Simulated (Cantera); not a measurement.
A diamond (100) surface in a fixed gas of H2 with x(CH4) = 0.027, x(H) = 0.0089, x(CH3) = 3.3e-05, 12000 Pa; coverages are run to steady state.

Model: the Harris–Goodwin 1993 mechanism for the reconstructed diamond (100) surface, integrated in Cantera.

One state of this run: growth (µm/h) = 1.64; θ c6HH = 0.641; θ c6H* = 0.0143; θ c6*H = 0.334; θ c6** = 0.00671; θ c6HM = 0.00249. θ: site fractions in the mechanism's names (c6HH fully hydrogenated, c6H* and c6*H radical sites, c6** diradical, c6HM methylated).

Which value of T (K) does it belong to?
A. 1050
B. 1250
C. 950
D. 900

C, 950
